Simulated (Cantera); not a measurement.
Charge: 1 mol Si2H6, 3.7 mol O3, equilibrated at 25.0 mbar.

These are equilibrium values from Cantera (NASA tables, ideal gas, pure condensed phases), not measurements of a reactor. Candidate condensed phases: H2O, Si, SiO2; 18 gas species. The feed counts by its element totals alone. The tables hold silica as quartz up to 1696 K and as liquid above; real silica turns to tridymite and cristobalite and melts near 1996 K. Gases not in the tables: Si(OH)4. Equilibrium is a limit: real reactors are often held back by kinetics, nucleation or transport. All values below are at 1900 K.

Base state: H2O 0.587, O2 0.402, OH 0.00876, O 0.00120, H2 0.000762, H 0.000139 (mole fractions); condensed: SiO2(condensed).

Q: What changes in the equilibrium state with this change: O3 from 3.7 to 0.43 mol?

A: 
```tsv
species	before	after
H2	0.000762	0.695
SiO	7.20e-7	0.300
H	0.000139	0.00418
H2O	0.587	4.74e-6
O2	0.402	<1e-9
OH	0.00876	2.34e-9
O	0.00120	<1e-9
Si	<1e-9	0.000504
SiH	<1e-9	5.77e-5
SiH2	<1e-9	4.05e-5
SiO2(condensed), mol	2.00	0
Si(l), mol	0	0.707
```
Gases not in the tables: Si2H6 and higher silanes.
